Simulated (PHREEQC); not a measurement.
Consider water at 4.5 °C with 3.6 mol/kgw CaCl2 and 0.1 mol/kgw MgCl2. Closed to the air; pH follows from the charge balance.

The numbers come from PHREEQC with the Pitzer model, pitzer.dat.

Q: The ionic strength comes out as 11.1 mol/kgw. What activity coefficients do Cl-, Ca+2, Mg+2 get?

A: Cl- 0.75, Ca+2 34, Mg+2 73. Single-ion values are on the MacInnes scale.

No solid was allowed to form. Away from 25 °C the constants follow the database's enthalpies or fits; those with neither stay at their 25 °C values.
